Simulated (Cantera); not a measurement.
Mixture: CH3OH : O2 : N2 = 1 : 2.83 : 11.6 (molar parts), equivalence ratio 0.53, at 20300 Torr, adiabatic and at constant pressure. Ignition delay is the time to a rise of 400 K.

Computed with Cantera and GRI-Mech 3.0 (53 species, 325 reactions). GRI-Mech 3.0 was tuned for natural gas; its chemistry of methanol as a main component is partial and can be far from experiment. The pressure lies above the range GRI-Mech 3.0 was tuned for (to about 10 atm).

Problem. What does this change do: CH3OH 1 to 2.9 parts?

Solution. 
```json
[
 {"quantity": "delay at 1050 K", "before": "16.5 ms", "after": "12.9 ms"},
 {"quantity": "delay at 1200 K", "before": "0.902 ms", "after": "0.697 ms"},
 {"quantity": "delay at 1350 K", "before": "99.0 µs", "after": "74.1 µs"},
 {"quantity": "delay at 1500 K", "before": "19.1 µs", "after": "13.3 µs"},
 {"quantity": "delay at 1650 K", "before": "5.57 µs", "after": "3.55 µs"},
 {"quantity": "apparent activation energy between 1575 and 1725 K", "before": "160 kJ/mol", "after": "180 kJ/mol"}
]
```

Problem. What does this change do: constant volume in place of constant pressure?

Solution. 
```
quantity                                                before       after
--------------------------------------------------  ----------  ----------
delay at 1050 K                                        16.5 ms     16.4 ms
delay at 1200 K                                       0.902 ms    0.880 ms
delay at 1350 K                                        99.0 µs     93.9 µs
delay at 1500 K                                        19.1 µs     17.3 µs
delay at 1650 K                                        5.57 µs     4.76 µs
apparent activation energy between 1575 and 1725 K  160 kJ/mol  170 kJ/mol
```
